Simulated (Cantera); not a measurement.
An isothermal, constant-pressure homogeneous reactor starts with C3H8 : H2 = 1 : 2.1 (molar parts), at 1398 K and 100.0 Torr.

Detailed kinetics in Cantera: GRI-Mech 3.0 (53 species, 325 reactions). GRI-Mech 3.0 was tuned for natural gas; its chemistry of propane as a main component is partial and can be far from experiment. GRI-Mech 3.0 stops at C3 and has no aromatics, soot or wall deposition, so with more carbon than oxygen in the feed, carbon stays in small species such as C2H2 where larger ones or solid carbon would form.

One state of this run: x C3H8 = 2.71e-8; x H2 = 0.639; x CH3 = 3.82e-5; x CH2 = 3.49e-10; x C2H2 = 0.197. x: mole fraction; the columns are a selection and need not sum to one.

Task: Which value of t (s) does it belong to?
(A) 0.00116
(B) 9.00
(C) 0.000323
(D) 0.0150

Result: B, 9.00
